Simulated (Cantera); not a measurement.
Source: NASA polynomial tables (part measured, part estimated), evaluated in Cantera. Values are per mole of reaction as written; species without (g) are pure solids or liquids, kept so even where they would boil at 1 bar.

3 NO(g) → 3 N(g) + O₃(g)

```json
[
 {"T (K)": "300", "ΔH° (kJ)": "1286.0", "ΔS° (J/K)": "66.7", "ΔG° (kJ)": "1266.0", "log10 K": "-220.43"},
 {"T (K)": "1550", "ΔH° (kJ)": "1306.0", "ΔS° (J/K)": "93.6", "ΔG° (kJ)": "1161.0", "log10 K": "-39.12"},
 {"T (K)": "1600", "ΔH° (kJ)": "(withheld)", "ΔS° (J/K)": "(withheld)", "ΔG° (kJ)": "(withheld)", "log10 K": "(withheld)"},
 {"T (K)": "1650", "ΔH° (kJ)": "1307.5", "ΔS° (J/K)": "94.5", "ΔG° (kJ)": "1151.5", "log10 K": "-36.45"},
 {"T (K)": "1700", "ΔH° (kJ)": "1308.3", "ΔS° (J/K)": "95.0", "ΔG° (kJ)": "1146.8", "log10 K": "-35.24"},
 {"T (K)": "1750", "ΔH° (kJ)": "1309.1", "ΔS° (J/K)": "95.5", "ΔG° (kJ)": "1142.0", "log10 K": "-34.09"},
 {"T (K)": "1800", "ΔH° (kJ)": "(withheld)", "ΔS° (J/K)": "(withheld)", "ΔG° (kJ)": "(withheld)", "log10 K": "(withheld)"},
 {"T (K)": "1850", "ΔH° (kJ)": "1310.8", "ΔS° (J/K)": "96.4", "ΔG° (kJ)": "1132.5", "log10 K": "-31.97"},
 {"T (K)": "1900", "ΔH° (kJ)": "1311.8", "ΔS° (J/K)": "96.9", "ΔG° (kJ)": "1127.6", "log10 K": "-31.00"},
 {"T (K)": "1950", "ΔH° (kJ)": "1312.8", "ΔS° (J/K)": "97.4", "ΔG° (kJ)": "1122.8", "log10 K": "-30.07"}
]
```

### Question
Complete the blanks.

### Answer

- 1600, ΔH° (kJ): 1306.8
- 1600, ΔS° (J/K): 94.1
- 1600, ΔG° (kJ): 1156.3
- 1600, log10 K: -37.75
- 1800, ΔH° (kJ): 1310.0
- 1800, ΔS° (J/K): 95.9
- 1800, ΔG° (kJ): 1137.3
- 1800, log10 K: -33.00
